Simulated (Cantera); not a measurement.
## Stirred combustor or abatement burner

A perfectly stirred reactor is fed with 3.07 % CH4, 1.29 % C2H6, 20.1 % O2, 75.5 % N2, equivalence ratio 0.53, at 820000 Pa; it is adiabatic with a 498 K inlet, and is followed from long to short residence time, starting on the burning branch (τ in s: 0.027, 0.013, 0.0067, 0.0033, 0.0016, 0.00081, 0.0004, 0.0002, 9.9e-05, 4.9e-05, 2.4e-05, 1.2e-05, 6e-06).

Model: GRI-Mech 3.0 (53 species, 325 reactions), integrated in Cantera.

| τ (s) | T (K) | x CH4 | x C2H6 | x O2 | x HCN | x HCO | x CH3 |
|---|---|---|---|---|---|---|---|
| 0.027 | 1704 | 1.04e-5 | 1.04e-6 | 0.0940 | 2.88e-9 | 6.13e-9 | 2.00e-6 |
| 0.013 | 1702 | 1.75e-5 | 1.80e-6 | 0.0941 | 3.97e-9 | 1.27e-8 | 3.37e-6 |
| 0.0067 | 1699 | 2.78e-5 | 2.94e-6 | 0.0943 | 5.33e-9 | 2.49e-8 | 5.35e-6 |
| 0.0033 | 1694 | 4.62e-5 | 4.99e-6 | 0.0945 | 7.13e-9 | 5.13e-8 | 8.74e-6 |
| 0.0016 | 1685 | 7.96e-5 | 8.70e-6 | 0.0950 | 9.17e-9 | 1.09e-7 | 1.45e-5 |
| 0.00081 | 1670 | 0.000140 | 1.53e-5 | 0.0960 | 1.12e-8 | 2.22e-7 | 2.41e-5 |
| 0.00040 | 1637 | 0.000298 | 3.24e-5 | 0.0982 | 1.29e-8 | 4.76e-7 | 4.51e-5 |
| 0.00020 | 498 | 0.0307 | 0.0129 | 0.201 | <1e-12 | <1e-12 | <1e-12 |
| 9.9e-5 | 498 | 0.0307 | 0.0129 | 0.201 | <1e-12 | <1e-12 | <1e-12 |
| 4.9e-5 | 498 | 0.0307 | 0.0129 | 0.201 | <1e-12 | <1e-12 | <1e-12 |
| 2.4e-5 | 498 | 0.0307 | 0.0129 | 0.201 | <1e-12 | <1e-12 | <1e-12 |
| 1.2e-5 | 498 | 0.0307 | 0.0129 | 0.201 | <1e-12 | <1e-12 | <1e-12 |
| 6.0e-6 | 498 | 0.0307 | 0.0129 | 0.201 | <1e-12 | <1e-12 | <1e-12 |
x: mole fraction; the columns are a selection and need not sum to one.
